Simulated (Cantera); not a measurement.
Feed: 1 mol CuO, 6.5 mol HF, equilibrated at 0.690 bar.

Equilibrium computed with Cantera from the NASA thermochemical tables; the gas is ideal and each condensed phase is pure. Candidate condensed phases: Cu, CuF2, CuO, Cu(OH)2, Cu2O, H2O; 27 gas species. Equilibrium is a limit: real reactors are often held back by kinetics, nucleation or transport.

Question: At 1273 K, list the 5 most abundant gas species with their mole fractions, and the condensed phases.

Answer: HF 0.958, O2 0.0366, H2O 0.00243, CuF2 0.00190, CuF 0.00106. Condensed: Cu2O(s).
